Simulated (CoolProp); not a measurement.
Vapour-liquid equilibrium of toluene (1) + n-nonane (2) at 149.95 °C; x and y are mole fractions of (1).

Model: multi-fluid Helmholtz-energy mixture model, Lemmon 2006 and Lemmon 2006; pair parameters Bell 2016, in CoolProp.

### Question
Give the bubble pressure and the first vapour's composition at x = 0.35, 0.5, 0.8. Is there an azeotrope?

### Answer
x = 0.35: 0.1730 MPa, y = 0.604; x = 0.5: 0.1997 MPa, y = 0.724; x = 0.8: 0.2463 MPa, y = 0.897. No azeotrope shows between x = 0.05 and 0.95.

Pair parameters are fitted to limited data, so mixtures are less certain than the pure fluids.
